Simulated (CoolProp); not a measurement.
Vapour-liquid equilibrium of sulfur dioxide (1) + toluene (2) at 25.75 °C; x and y are mole fractions of (1).

The numbers come from the multi-fluid Helmholtz-energy mixture model, Gao 2016 and Lemmon 2006; pair parameters Bell 2016 in CoolProp.

| x | bubble pressure (bar) | y at the bubble point | dew pressure at overall composition x (bar) | liquid density (mol/L) |
|---|---|---|---|---|
| 0.05 | ? | 0.791 | 0.04154 | 9.659 |
| 0.15 | ? | 0.936 | 0.04636 | 10.33 |
| 0.25 | 0.9365 | 0.968 | 0.05245 | 11.07 |
| 0.35 | 1.374 | 0.981 | 0.06037 | 11.90 |
| 0.45 | 1.814 | 0.988 | 0.07111 | 12.84 |
| 0.55 | ? | 0.992 | 0.08649 | 13.90 |
| 0.65 | 2.640 | 0.994 | 0.1104 | ? |
| 0.75 | 3.027 | 0.996 | 0.1525 | 16.54 |
| 0.85 | 3.411 | 0.998 | 0.2467 | 18.20 |
| 0.95 | 3.810 | 0.999 | 0.6546 | 20.17 |

Q: Complete the blanks.

A: 
- 0.05, bubble pressure (bar): 0.1806
- 0.15, bubble pressure (bar): 0.5278
- 0.55, bubble pressure (bar): 2.237
- 0.65, liquid density (mol/L): 15.12

No azeotrope shows between x = 0.05 and 0.95.

The pair parameters rest on a limited set of measurements; away from them the model extrapolates. The gap from Raoult's law changes sign with composition, which may be real or a fault of the pair parameters; it wasn't checked against measurements.
